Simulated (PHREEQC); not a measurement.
Solution (25 °C): 17 mmol/kgw K2CO3 and 2.53 mmol/kgw KH2PO4. Closed to the air; pH follows from the charge balance.

Equilibrium calculation in PHREEQC: ion-association model, wateq4f.dat.

- pH: 10.70
- ionic strength: 0.0529 mol/kgw
- total alkalinity: 34.0 meq/kg

```json
[
 {"species": "K+", "molality": "0.0365", "activity": "0.0295", "log γ": "-0.092"},
 {"species": "CO3-2", "molality": "0.0137", "activity": "0.00637", "log γ": "-0.333"},
 {"species": "HCO3-", "molality": "0.00329", "activity": "0.00271", "log γ": "-0.083"},
 {"species": "HPO4-2", "molality": "0.00232", "activity": "0.00106", "log γ": "-0.341"},
 {"species": "OH-", "molality": "0.000619", "activity": "0.000500", "log γ": "-0.093"},
 {"species": "PO4-3", "molality": "0.000139", "activity": "2.38e-5", "log γ": "-0.766"}
]
```

This is a speciation only: nothing precipitates in the calculation. H3PO4, which wateq4f.dat lacks, is added to it with the constant of phreeqc.dat.
